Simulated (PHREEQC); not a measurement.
A solution holds 21 mmol/kgw ZnSO4, 0.058 mmol/kgw H3BO3 and 160 mmol/kgw HCl, at 25 °C. Closed to the air; pH follows from the charge balance.

Model: ion-association model, phreeqc.dat, run in PHREEQC.

Precipitation was switched off in this run.

### Question
What pH, activity of water does the model give?

### Answer
pH 0.94; activity of water 0.994.

### Question
In which forms is Zn present?

### Answer
Zn+2 83 %, ZnCl+ 10 %, ZnSO4 5.9 %, ZnCl2 0.8 % of the Zn.
